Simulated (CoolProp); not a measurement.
A single-stage vapour-compression cycle with n-heptane: evaporating at 323.15 K (dew point), condensing at 370.15 K (bubble point), superheat 0 K, subcooling 8 K, compressor efficiency 0.7, no pressure losses. Each further row changes one setting.

Computed with CoolProp (reference Helmholtz-energy equation of state, Span 2003). It is a short technical equation, of lower accuracy than the large ones.

```tsv
case	cooling COP	pressure ratio	discharge temperature (K)	refrigerating effect (kJ/kg)	volumetric capacity (kJ/m³)
as stated	[?]	5.15	370.2	255	182
evaporating temperature 328.15 K	4.83	4.21	370.2	263	[?]
condensing temperature 365.15 K	[?]	[?]	365.1	267	191
subcooling 13 K	4.34	5.15	370.2	267	191
superheat 10 K	4.21	5.15	370.2	273	[?]
compressor efficiency 0.6	3.55	5.15	370.2	255	182
```

Q: Complete the blanks.

A: 
- as stated, cooling COP: 4.14
- evaporating temperature 328.15 K, volumetric capacity (kJ/m³): 228
- condensing temperature 365.15 K, cooling COP: 4.77
- condensing temperature 365.15 K, pressure ratio: 4.43
- superheat 10 K, volumetric capacity (kJ/m³): 189

The compression ends wet for: as stated; evaporating temperature 328.15 K; condensing temperature 365.15 K; subcooling 13 K; superheat 10 K; compressor efficiency 0.6.
